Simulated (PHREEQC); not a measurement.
0.015 g of hydrous ferric oxide (600 m²/g; 0.2 weak and 0.005 strong sites per Fe, Dzombak-Morel constants, diffuse double layer) in 1 kg of water with 0.005 mol/kgw of an inert sodium salt and 0.0035 mmol/kgw ZnCl2, at 25 °C; the pH is set by adding NaOH or the inert anion's acid. O2 is buffered at 0.21 atm. The system is closed to CO2. No solid was allowed to form.

Computed with PHREEQC (ion-association model, wateq4f.dat).

```csv
pH,Zn sorbed (%),surface charge σ (C/m²),surface potential ψ (mV)
3,0.0,0.302,215
3.67,0.0,0.221,203
5,0.1,0.090,158
5.67,1.3,0.051,129
6.33,11.5,0.028,98
7.67,76.3,0.006,33
8.33,97.0,0.000,-1
9,98.9,-0.007,-38
10.33,98.6,-0.035,-108
11,97.2,-0.068,-139
```

The oxide is taken as insoluble; below pH 4 it would dissolve.
